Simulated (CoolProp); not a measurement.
Vapour-liquid equilibrium of R125 (1) + fluoroethane (R161) (2) at 71.5 kPa; x and y are mole fractions of (1).

Values from CoolProp's multi-fluid Helmholtz-energy mixture model, Lemmon 2005 and Wu 2012; pair parameters Bell 2016.

**Question.** Give the bubble temperature and the first vapour's composition at x = 0.2, 0.35, 0.5. Is there an azeotrope?

**Answer.** x = 0.2: 226.0 K, y = 0.295; x = 0.35: 223.9 K, y = 0.493; x = 0.5: 222.0 K, y = 0.648. No azeotrope shows between x = 0.05 and 0.95.

The pair parameters rest on a limited set of measurements; away from them the model extrapolates. The gap from Raoult's law changes sign with composition, which may be real or a fault of the pair parameters; it wasn't checked against measurements.
